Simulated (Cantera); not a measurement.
## H2S + SO2 + O2 + H2 (abatement and gas-phase synthesis)

Feed: 1 mol H2S, 0.0079 mol SO2, 4.3 mol O2, 0.065 mol H2, held at 113 Torr.

Method: chemical equilibrium by Gibbs-energy minimisation in Cantera with the NASA 1993 tables (ideal gas, pure condensed phases). Candidate condensed phases: H2O, H2SO4, S; 34 gas species. Ions and electrons are included (thermal ionisation). Equilibrium is a limit: real reactors are often held back by kinetics, nucleation or transport.

From 3000 K to 5000 K nothing is condensed.

```tsv
T (K)	x O	x O2	x H	x SO2	x OH	x H2O	x S	x SO	x H2
3000	0.183	0.393	0.0525	0.134	0.0945	0.0898	0.00185	0.0344	0.0166
3500	0.502	0.155	0.152	0.0269	0.0565	0.00804	0.0263	0.0622	0.00999
4000	0.685	0.0317	0.177	0.00117	0.0127	0.000228	0.0682	0.0220	0.00185
4500	0.723	0.00634	0.180	4.00e-5	0.00298	9.62e-6	0.0821	0.00463	0.000406
5000	0.730	0.00163	0.181	2.21e-6	0.000892	7.23e-7	0.0848	0.00114	0.000118
```
x: gas mole fraction; nothing condenses.
